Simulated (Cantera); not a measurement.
## SiCl₄ + Cl₂ + N₂ (silicon epitaxy and polysilicon growth)

Input: 1 mol SiCl₄, 0.34 mol Cl₂, 47 mol N₂, held at 0.133 bar.

Equilibrium computed with Cantera from the NASA thermochemical tables; the gas is ideal and each condensed phase is pure. Candidate condensed phases: Si, Si₃N₄; 13 gas species. The tables' values for SiCl₃ are old estimates; treat these amounts as uncertain. Equilibrium is a limit: real reactors are often held back by kinetics, nucleation or transport.

```csv
T (K),log p N₂,log p SiCl₄,log p Cl,log p Cl₂,log p SiCl₃,log p SiCl₂
1098,-0.89,-2.56,-4.35,-3.04,-8.96,<-12
1148,-0.89,-2.56,-4.10,-3.05,-8.40,<-12
1198,-0.89,-2.56,-3.87,-3.06,-7.89,-12.27
1248,-0.89,-2.56,-3.66,-3.08,-7.41,-11.40
1298,-0.89,-2.56,-3.47,-3.11,-6.96,-10.59
1348,-0.89,-2.56,-3.31,-3.16,-6.54,-9.82
1398,-0.89,-2.56,-3.17,-3.23,-6.14,-9.08
1448,-0.89,-2.56,-3.05,-3.31,-5.75,-8.38
1498,-0.89,-2.56,-2.95,-3.42,-5.38,-7.68
1548,-0.89,-2.56,-2.88,-3.56,-5.01,-7.01
1598,-0.89,-2.57,-2.82,-3.72,-4.65,-6.34
1648,-0.89,-2.57,-2.78,-3.88,-4.31,-5.71
1698,-0.89,-2.58,-2.74,-4.05,-3.99,-5.11
1748,-0.89,-2.60,-2.70,-4.19,-3.71,-4.56
```
log p: log10 of the partial pressure in bar; nothing condenses.

From 1098 K to 1748 K nothing is condensed. The main Si-bearing gas is SiCl₄ throughout.
